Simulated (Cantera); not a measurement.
A perfectly stirred reactor is fed with 2.31 % CH3OH, 1.63 % O2, 96.1 % N2, equivalence ratio 2.1, at 2.86 atm; it is held at 1073 K, and followed from long to short residence time.

Detailed kinetics in Cantera: GRI-Mech 3.0 (53 species, 325 reactions). GRI-Mech 3.0 was tuned for natural gas; its chemistry of methanol as a main component is partial and can be far from experiment.

One state of this run: x CH3OH = 0.000515; x O2 = 0.00116; x CH2CO = 2.95e-8; x C2H2 = 6.68e-12; x H2O = 0.0222; x CH4 = 3.08e-6. x: mole fraction; the columns are a selection and need not sum to one.

**Question.** Which value of τ (s) does it belong to?
A. 0.54
B. 0.0097
C. 0.0050
D. 0.14

**Answer.** A, 0.54
